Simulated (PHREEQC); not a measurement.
Dissolve 0.031 mol Cu(NO3)2, 0.2 mol H2SO4 and 0.15 mol Na2SO4 per kg of water at 15 °C. Closed to the air; pH follows from the charge balance.

Equilibrium calculation in PHREEQC: ion-association model, wateq4f.dat.

No solid was allowed to form.

Q: Order these S species by the share of S that they hold, largest first: HSO4-, NaSO4-, CuSO4, SO4-2.

A: HSO4- (68 %), SO4-2 (23 %), NaSO4- (6.1 %), CuSO4 (3.5 %)

The pH is 0.90 and the ionic strength 0.579 mol/kgw. Complexes and solids missing from the database can't appear.
